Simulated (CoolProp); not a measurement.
Vapour-liquid equilibrium of ethylbenzene (1) + m-xylene (2) at 0.284 bar; x and y are mole fractions of (1).

Values from CoolProp's multi-fluid Helmholtz-energy mixture model, Zhou 2012 and Zhou 2012; pair parameters Bell 2016.

Problem. Give the bubble temperature and the first vapour's composition at x = 0.35, 0.5, 0.875. Is there an azeotrope?

Solution. x = 0.35: 96.1 °C, y = 0.374; x = 0.5: 95.7 °C, y = 0.524; x = 0.875: 94.7 °C, y = 0.883. No azeotrope shows between x = 0.05 and 0.95.

The pair parameters rest on a limited set of measurements; away from them the model extrapolates.
